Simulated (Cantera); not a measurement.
Mixture: C₃H₈ : O₂ : N₂ = 1 : 2.94 : 11.1 (molar parts), at 1.01 bar, adiabatic and at constant volume. Ignition delay is the time to a rise of 400 K.

Detailed kinetics in Cantera: GRI-Mech 3.0 (53 species, 325 reactions). GRI-Mech 3.0 was tuned for natural gas; its chemistry of propane as a main component is partial and can be far from experiment.

**Question.** Predict: delay at 1150 K; delay at 1200 K; delay at 1250 K; delay at 1300 K; delay at 1350 K; delay at 1400 K; delay at 1450 K; apparent activation energy between 1350 and 1450 K.

**Answer.** 
```
Property                                                 Value
--------------------------------------------------  ----------
delay at 1150 K                                        17.0 ms
delay at 1200 K                                        5.86 ms
delay at 1250 K                                        2.22 ms
delay at 1300 K                                       0.928 ms
delay at 1350 K                                       0.430 ms
delay at 1400 K                                       0.219 ms
delay at 1450 K                                       0.122 ms
apparent activation energy between 1350 and 1450 K  210 kJ/mol
```
